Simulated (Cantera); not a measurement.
Cantera run:

```python
import numpy as np
import cantera as ct

gas_names = """
    NO2 N2
""".split()
cond_names = """
    Ta(cr) Ta(L) Ta2O5(s) Ta2O5(L)
""".split()


def load(file, names, dense=False):
    # The tables refer to 1 bar. Condensed volumes are neglected.
    table = {s.name: s for s in ct.Species.list_from_file(file)}
    out = []
    for n in names:
        d = dict(table[n].input_data)
        d["thermo"] = dict(d["thermo"], **{"reference-pressure": 1e5})
        if dense:
            d["equation-of-state"] = {"model": "constant-volume", "density": "1e6 g/cm^3"}
        out.append(ct.Species.from_dict(d))
    return out


species = {s.name: s for s in load("nasa_gas.yaml", gas_names) + load("nasa_condensed.yaml", cond_names)}
# Each term lists the table entries of one substance; the one whose range holds T is used.
reactions = {
    '10 NO2(g) + 8 Ta = 4 Ta2O5 + 5 N2(g)':
        [(-10, ['NO2']), (-8, ['Ta(cr)', 'Ta(L)']), (4, ['Ta2O5(s)', 'Ta2O5(L)']), (5, ['N2'])],
}


def pick(names, T):
    return next(species[n] for n in names if species[n].thermo.min_temp <= T <= species[n].thermo.max_temp)


results = []
for label, terms in reactions.items():
    print(label)
    print("     T/K   dH/kJ  dS/(J/K)   dG/kJ   log10 K")
    for T in [300, 1123, 1223, 1323, 1423, 1523, 1623, 1723, 1823, 1923, 2023, 2123]:
        used = [(nu, pick(names, T)) for nu, names in terms]
        dH = sum(nu * s.thermo.h(T) for nu, s in used) / 1e6
        dS = sum(nu * s.thermo.s(T) for nu, s in used) / 1e3
        dG = dH - T * dS / 1e3
        logK = -dG * 1e6 / (ct.gas_constant * T * np.log(10))
        results.append((label, T, dH, dS, dG, logK, [s.name for _, s in used]))
        print(f"{T:8g} {dH:8.1f} {dS:8.1f} {dG:8.1f} {logK:8.2f}")
```

It prints:

```
10 NO2(g) + 8 Ta = 4 Ta2O5 + 5 N2(g)
     T/K   dH/kJ  dS/(J/K)   dG/kJ   log10 K
     300  -8525.7  -1202.0  -8165.1  1421.64
    1123  -8416.9  -1031.1  -7259.0   337.63
    1223  -8402.5  -1018.8  -7156.5   305.65
    1323  -8388.0  -1007.4  -7055.2   278.55
    1423  -8373.5   -996.8  -6955.0   255.30
    1523  -8358.9   -986.9  -6855.8   235.13
    1623  -8344.3   -977.6  -6757.6   217.48
    1723  -8329.7   -968.9  -6660.3   201.91
    1823  -8315.2   -960.7  -6563.8   188.07
    1923  -8300.9   -953.1  -6468.1   175.69
    2023  -8286.7   -945.9  -6373.2   164.55
    2123  -7781.1   -700.3  -6294.3   154.86
```

Standard-state values (1 bar) from the NASA 1993 polynomials, evaluated with Cantera. Condensed species are held in their standard states even where they would react or evaporate.
